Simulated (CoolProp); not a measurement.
Vapour-liquid equilibrium of toluene (1) + p-xylene (2) at 53.6 kPa; x and y are mole fractions of (1).

Computed with CoolProp (multi-fluid Helmholtz-energy mixture model, Lemmon 2006 and Zhou 2012; pair parameters Bell 2016).

```tsv
x	bubble temperature (°C)	y at the bubble point	dew temperature at overall composition x (°C)	liquid density (mol/L)
0.05	114.1	0.103	115.1	7.364
0.15	110.5	0.280	113.2	7.497
0.25	107.2	0.427	111.1	7.631
0.35	104.1	0.549	109.0	7.765
0.45	101.4	0.650	106.6	7.901
0.55	98.8	0.736	104.1	8.039
0.65	96.5	0.809	101.4	8.178
0.75	94.4	0.872	98.4	8.320
0.85	92.4	0.928	95.1	8.464
0.95	90.5	0.977	91.5	8.611
```

No azeotrope shows between x = 0.05 and 0.95.

Pair parameters are fitted to limited data, so mixtures are less certain than the pure fluids.
